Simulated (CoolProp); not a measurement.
Vapour-liquid equilibrium of ethanol (1) + benzene (2) at 442.2 K; x and y are mole fractions of (1).

The numbers come from the multi-fluid Helmholtz-energy mixture model, Schroeder 2014 and Thol 2012; pair parameters Bell 2016 in CoolProp.

| x | bubble pressure, mixture model (bar) | bubble pressure, Raoult's law (bar) | y, mixture model | y, Raoult's law |
|---|---|---|---|---|
| 0.05 | ___ | 8.786 | ___ | 0.088 |
| 0.2 | 13.10 | 9.853 | 0.412 | 0.315 |
| 0.35 | 14.61 | 10.92 | 0.519 | 0.498 |
| 0.5 | 15.44 | 11.99 | ___ | 0.648 |
| 0.65 | 15.90 | 13.05 | ___ | 0.774 |
| 0.8 | 16.00 | 14.12 | 0.794 | 0.881 |
| 0.95 | ___ | 15.19 | 0.943 | 0.972 |

Some entries are withheld; supply them.


- 0.05, bubble pressure, mixture model (bar): 10.05
- 0.05, y, mixture model: 0.174
- 0.5, y, mixture model: 0.597
- 0.65, y, mixture model: 0.682
- 0.95, bubble pressure, mixture model (bar): 15.70

The largest gap from Raoult's law is +33.8 % in bubble pressure, at x = 0.35. y crosses x between x = 0.65 and 0.8: the model has an azeotrope there.

The pair parameters rest on a limited set of measurements; away from them the model extrapolates.
